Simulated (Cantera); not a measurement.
Input: 1 mol SiCl4, 0.37 mol C2H2, 1300 mol H2, held at 2173 K and 290 Pa.

Cantera equilibrium calculation (NASA polynomials, part measured and part estimated; ideal gas, pure solids and liquids). Candidate condensed phases: C, C6H6, C7H8, C8H18, Si, SiC; 109 gas species. The numbers say what is thermodynamically allowed, not how fast it happens.

Base state: H2 0.911, H 0.0855, HCl 0.00275, Si 0.000704, C2H2 (acetylene) 0.000262, Cl 0.000188, SiH 1.69e-5 (mole fractions); condensed: gas only.

What changes in the equilibrium state with this change: temperature from 2173 K to 1225 K?


```
species             before    after
----------------  --------  -------
H2                   0.911    0.997
HCl                0.00275  0.00303
SiCl2              1.19e-7  2.24e-5
H                   0.0855  5.78e-6
Si                0.000704  1.19e-9
C2H2 (acetylene)  0.000262    <1e-9
SiH                1.69e-5    <1e-9
Cl                0.000188  1.51e-8
Si(s), mol               0    0.231
SiC(s), mol              0    0.740
```
Mutual solubility and eutectic melting of coexisting phases are not modelled.

What changes in the equilibrium state with this change: pressure from 290 Pa to 133 Pa?


| species | before | after |
|---|---|---|
| H2 | 0.911 | 0.873 |
| H | 0.0855 | 0.123 |
| HCl | 0.00275 | 0.00261 |
| Si | 0.000704 | 0.000698 |
| SiH | 1.69e-5 | 1.11e-5 |
| Cl | 0.000188 | 0.000269 |
